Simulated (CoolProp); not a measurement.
Dry air at 298.15 K and 0.243 MPa is throttled through a valve to 0.0642 MPa with no heat exchange. Each further row changes one setting.

The numbers come from the reference Helmholtz-energy equation of state, Lemmon 2000 in CoolProp. It is a pseudo-pure fit of the blend.

| case | temperature change (K) | final density (kg/m³) |
|---|---|---|
| as stated | -0.4 | 0.751 |
| outlet pressure 0.0193 MPa | -0.5 | 0.226 |
| outlet pressure 0.0835 MPa | -0.4 | 0.977 |
